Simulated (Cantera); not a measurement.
## SO2 + O2 + N2 (abatement and gas-phase synthesis)

A closed system holds: 1 mol SO2, 0.044 mol O2, 1.2 mol N2, equilibrated at 1.33 mbar.

Method: chemical equilibrium by Gibbs-energy minimisation in Cantera with the NASA 1993 tables (ideal gas, pure condensed phases). Candidate condensed phases: S; 32 gas species. Ions and electrons are included (thermal ionisation). The numbers say what is thermodynamically allowed, not how fast it happens.

From 3000 K to 5000 K nothing is condensed.

```json
[
 {"T (K)": "3000", "x O": "0.414", "x N2": "0.304", "x N": "0.000210", "x S": "0.182", "x SO": "0.0679", "x O2": "0.0178"},
 {"T (K)": "3500", "x O": "0.479", "x N2": "0.278", "x N": "0.00320", "x S": "0.230", "x SO": "0.00462", "x O2": "0.00126"},
 {"T (K)": "4000", "x O": "0.479", "x N2": "0.263", "x N": "0.0249", "x S": "0.230", "x SO": "0.000461", "x O2": "0.000138"},
 {"T (K)": "4500", "x O": "0.459", "x N2": "0.208", "x N": "0.112", "x S": "0.220", "x SO": "6.98e-5", "x O2": "2.27e-5"},
 {"T (K)": "5000", "x O": "0.417", "x N2": "0.0977", "x N": "0.284", "x S": "0.198", "x SO": "1.35e-5", "x O2": "4.72e-6"}
]
```
x: gas mole fraction; nothing condenses.
